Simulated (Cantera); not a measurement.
An isothermal, constant-pressure homogeneous reactor starts with CO : O2 : H2O : N2 = 0.0015 : 0.0087 : 0.0095 : 1 (molar parts), at 1025 K and 1130 Torr.

Cantera simulation using GRI-Mech 3.0 (53 species, 325 reactions); the numbers are that mechanism's predictions, not measurements.

x: mole fraction; the columns are a selection and need not sum to one.

| t (s) | x CO | x O2 | x H2O | x N2O | x CO2 | x H2 |
|---|---|---|---|---|---|---|
| 3.00e-5 | 0.00147 | 0.00853 | 0.00932 | <1e-12 | 1.07e-12 | <1e-12 |
| 7.98e-5 | 0.00147 | 0.00853 | 0.00932 | <1e-12 | 2.87e-12 | <1e-12 |
| 0.000212 | 0.00147 | 0.00853 | 0.00932 | <1e-12 | 7.93e-12 | <1e-12 |
| 0.000564 | 0.00147 | 0.00853 | 0.00932 | <1e-12 | 2.50e-11 | <1e-12 |
| 0.00150 | 0.00147 | 0.00853 | 0.00932 | <1e-12 | 1.07e-10 | 1.27e-12 |
| 0.00399 | 0.00147 | 0.00853 | 0.00932 | <1e-12 | 6.65e-10 | 1.28e-11 |
| 0.0106 | 0.00147 | 0.00853 | 0.00932 | 1.00e-12 | 6.80e-9 | 1.56e-10 |
| 0.0282 | 0.00147 | 0.00853 | 0.00932 | 4.60e-11 | 3.33e-7 | (withheld) |
| 0.0751 | 0.00142 | 0.00850 | 0.00931 | 4.76e-9 | 5.33e-5 | (withheld) |
| 0.200 | 0.00121 | 0.00841 | 0.00931 | 2.25e-8 | 0.000259 | 7.76e-6 |
| 0.531 | 0.000818 | 0.00821 | 0.00931 | 5.90e-8 | 0.000653 | 7.48e-6 |
| 1.41 | 0.000357 | 0.00798 | 0.00932 | 1.09e-7 | 0.00111 | (withheld) |
| 3.76 | 9.43e-5 | 0.00785 | 0.00932 | 1.45e-7 | 0.00138 | (withheld) |
| 10.0 | 1.82e-5 | 0.00781 | 0.00932 | 1.52e-7 | 0.00145 | (withheld) |

Question: Fill in the missing entries.

Answer: 
- 0.0282, x H2: 8.30e-9
- 0.0751, x H2: 2.45e-6
- 1.41, x H2: 3.11e-6
- 3.76, x H2: 6.97e-7
- 10.0, x H2: 1.24e-7
